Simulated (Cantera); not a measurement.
Input (Python, Cantera):

```python
import numpy as np
import cantera as ct

gas = ct.Solution("gri30.yaml")
gas.TPX = 1575, 1300000, {'CH4': 1, 'O2': 2.99, 'N2': 11.2}
reactor = ct.IdealGasReactor(gas, energy="on", clone=False)
net = ct.ReactorNet([reactor])
net.rtol, net.atol = 1e-08, 1e-16
show = ['CH4', 'O2', 'NO', 'CH2', 'OH', 'HO2', 'NO2']
times = np.geomspace(5e-06, 3, 14)

steps = ct.SolutionArray(gas, extra=["t"])
rows = []
print(f"{'t/s':>10s}{'T/K':>9s}{'P/Pa':>11s}" + "".join(f"{s:>11s}" for s in show))
for t in times:
    while net.time < t:
        t_next = net.step()
        steps.append(gas.state, t=t_next)
    rows.append([np.interp(t, steps.t, y) for y in (steps.T, steps.P, *steps(*show).X.T)])
    print(f"{t:10.3e}{rows[-1][0]:9.1f}{rows[-1][1]:11.4g}" + "".join(f"{x:11.3e}" for x in rows[-1][2:]))
rate = np.gradient(steps.T, steps.t)
print("integrator steps:", len(steps.t))
if steps.T.max() > steps.T[0] + 200:
    print(f"time of steepest temperature rise: {steps.t[rate.argmax()]:.4e} s")
gas.TPX = 1575, 1300000, {'CH4': 1, 'O2': 2.99, 'N2': 11.2}
gas.equilibrate("UV")
print(f"equilibrium (UV): T = {gas.T:.1f} K  " + "  ".join(f"{s} {gas[s].X[0]:.3e}" for s in show))
```

Result:

```
       t/s      T/K       P/Pa        CH4         O2         NO        CH2         OH        HO2        NO2
 5.000e-06   1574.9    1.3e+06  6.580e-02  1.968e-01  9.239e-14  4.743e-11  1.952e-07  6.455e-06  1.975e-16
 1.391e-05   1575.5    1.3e+06  6.557e-02  1.967e-01  9.788e-13  9.109e-10  8.585e-07  1.283e-05  1.028e-14
 3.872e-05   1590.4  1.313e+06  6.283e-02  1.949e-01  1.729e-11  1.366e-08  5.224e-06  5.589e-05  1.314e-12
 1.077e-04   2947.7  2.471e+06  1.685e-15  6.103e-02  9.301e-03  1.126e-14  1.687e-02  3.664e-05  1.494e-05
 2.998e-04   2928.6  2.454e+06  1.618e-15  5.584e-02  2.039e-02  9.583e-15  1.587e-02  3.310e-05  3.167e-05
 8.343e-04   2926.8  2.452e+06  1.612e-15  5.536e-02  2.140e-02  9.439e-15  1.578e-02  3.278e-05  3.313e-05
 2.322e-03   2926.8  2.452e+06  1.612e-15  5.536e-02  2.140e-02  9.439e-15  1.578e-02  3.278e-05  3.313e-05
 6.461e-03   2926.8  2.452e+06  1.612e-15  5.536e-02  2.140e-02  9.439e-15  1.578e-02  3.278e-05  3.313e-05
 1.798e-02   2926.8  2.452e+06  1.612e-15  5.536e-02  2.140e-02  9.439e-15  1.578e-02  3.278e-05  3.313e-05
 5.003e-02   2926.8  2.452e+06  1.612e-15  5.536e-02  2.140e-02  9.439e-15  1.578e-02  3.278e-05  3.313e-05
 1.392e-01   2926.8  2.452e+06  1.612e-15  5.536e-02  2.140e-02  9.439e-15  1.578e-02  3.278e-05  3.313e-05
 3.874e-01   2926.8  2.452e+06  1.612e-15  5.536e-02  2.140e-02  9.439e-15  1.578e-02  3.278e-05  3.313e-05
 1.078e+00   2926.8  2.452e+06  1.612e-15  5.536e-02  2.140e-02  9.439e-15  1.578e-02  3.278e-05  3.313e-05
 3.000e+00   2926.8  2.452e+06  1.612e-15  5.536e-02  2.140e-02  9.439e-15  1.578e-02  3.278e-05  3.313e-05
integrator steps: 1999
time of steepest temperature rise: 6.2652e-05 s
equilibrium (UV): T = 2926.8 K  CH4 2.171e-15  O2 5.536e-02  NO 2.140e-02  CH2 1.158e-14  OH 1.578e-02  HO2 3.278e-05  NO2 3.313e-05
```

Model: GRI-Mech 3.0 (53 species, 325 reactions), integrated in Cantera. The pressure lies above the range GRI-Mech 3.0 was tuned for (to about 10 atm).
